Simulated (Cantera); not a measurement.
A Cantera script and what it prints.

```python
import numpy as np
import cantera as ct

gas_names = """
    P2 H2O2 PH3 O2 NH3 NO O3
""".split()
cond_names = """
    P4O10(s)
""".split()


# ... load() reads the species with a 1 bar reference pressure and builds the phases ...
species = {s.name: s for s in load("nasa_gas.yaml", gas_names) + load("nasa_condensed.yaml", cond_names)}
# Each term lists the table entries of one substance; the one whose range holds T is used.
reactions = {
    'P2(g) + 3 H2O2(g) = 2 PH3(g) + 3 O2(g)':
        [(-1, ['P2']), (-3, ['H2O2']), (2, ['PH3']), (3, ['O2'])],
    'P4O10 + 4 NH3(g) = 4 NO(g) + 2 O3(g) + 4 PH3(g)':
        [(-1, ['P4O10(s)']), (-4, ['NH3']), (4, ['NO']), (2, ['O3']), (4, ['PH3'])],
}


def pick(names, T):
    return next(species[n] for n in names if species[n].thermo.min_temp <= T <= species[n].thermo.max_temp)


results = []
for label, terms in reactions.items():
    print(label)
    print("     T/K   dH/kJ  dS/(J/K)   dG/kJ   log10 K")
    for T in [300, 375, 425, 475, 525, 575, 625]:
        used = [(nu, pick(names, T)) for nu, names in terms]
        dH = sum(nu * s.thermo.h(T) for nu, s in used) / 1e6
        dS = sum(nu * s.thermo.s(T) for nu, s in used) / 1e3
        dG = dH - T * dS / 1e3
        logK = -dG * 1e6 / (ct.gas_constant * T * np.log(10))
        results.append((label, T, dH, dS, dG, logK, [s.name for _, s in used]))
        print(f"{T:8g} {dH:8.1f} {dS:8.1f} {dG:8.1f} {logK:8.2f}")
```

Output:

```
P2(g) + 3 H2O2(g) = 2 PH3(g) + 3 O2(g)
     T/K   dH/kJ  dS/(J/K)   dG/kJ   log10 K
     300    276.1    114.3    241.8   -42.11
     375    276.3    114.8    233.2   -32.49
     425    276.4    115.0    227.5   -27.96
     475    276.4    115.1    221.7   -24.38
     525    276.5    115.2    216.0   -21.49
     575    276.5    115.3    210.2   -19.10
     625    276.6    115.5    204.4   -17.09
P4O10 + 4 NH3(g) = 4 NO(g) + 2 O3(g) + 4 PH3(g)
     T/K   dH/kJ  dS/(J/K)   dG/kJ   log10 K
     300   3864.1   1162.3   3515.4  -612.08
     375   3862.6   1157.7   3428.4  -477.54
     425   3860.6   1152.8   3370.6  -414.26
     475   3857.9   1146.9   3313.2  -364.33
     525   3854.7   1140.4   3256.0  -323.94
     575   3850.8   1133.4   3199.1  -290.61
     625   3846.4   1126.1   3142.6  -262.64
```

Cantera with NASA thermochemical tables; ideal gases at 1 bar, condensed phases pure. Condensed species are held in their standard states even where they would react or evaporate.
